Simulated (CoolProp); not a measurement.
Ethylene along the isobar 6.71 MPa: density (kg/m³) from the reference equation and from simpler models built on Tc = 9.2 °C, pc = 5.042 MPa, ω = 0.087; each cubic takes its own stable root.

Values from CoolProp's reference Helmholtz-energy equation of state, Smukala 2000.

```tsv
T (°C)	phase	reference
-153.45	liquid	638.2
-129.85	liquid	608.4
-106.35	liquid	577.6
-82.75	liquid	544.9
-59.15	liquid	509.2
-35.55	liquid	468.2
-11.95	liquid	416.7
11.65	supercritical	331.9
35.25	supercritical	137.7
58.85	supercritical	99.20
82.45	supercritical	82.68
106.05	supercritical	72.42
129.65	supercritical	65.11
153.25	supercritical	59.50
176.85	supercritical	54.99
```

Task: How far does each simpler model (Redlich-Kwong, Soave-Redlich-Kwong) lie from the reference over these 15 states: mean and median of the absolute difference, and the worst?

Result: 
- Redlich-Kwong: mean 3.7 %, median 3.2 %, worst -14.1 % at 11.65 °C and 6.71 MPa
- Soave-Redlich-Kwong: mean 4.0 %, median 3.2 %, worst -14.3 % at 11.65 °C and 6.71 MPa
